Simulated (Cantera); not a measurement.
Transport properties of process gases

Gas mixture: CO2 : C2H4 = 0.98 : 0.43 (molar parts), at 0.825 Torr, frozen composition.

Cantera's kinetic-theory transport with the Lennard-Jones parameters of GRI-Mech 3.0, ideal gas; thermal conductivity in the mixture-averaged form. The composition is frozen, though it would react at the higher temperatures.

```
T (K)  ρ (kg/m³)  cp (J/kg/K)  μ (µPa s)  λ (mW/m/K)     Pr  D (cm²/s) H2  D (cm²/s) CH3  D (cm²/s) CO2
-----  ---------  -----------  ---------  ----------  -----  ------------  -------------  -------------
400      0.00129         1143       17.9        27.6  0.741           987            271            186
650     0.000797         1444       27.1        52.0  0.752          2260            647            457
900     0.000575         1633       34.7        75.0  0.755          3900           1140            814
1150    0.000450         1771       41.4        96.3  0.761          5860           1720           1250
1400    0.000370         1865       47.4         116  0.764          8130           2400           1740
1650    0.000314         1932       53.0         134  0.765         10700           3160           2300
1900    0.000273         1980       58.2         151  0.765         13500           4000           2920
2150    0.000241         2014       63.2         166  0.764         16600           4920           3590
```
D: mixture-averaged diffusion coefficient of that species in the mixture.
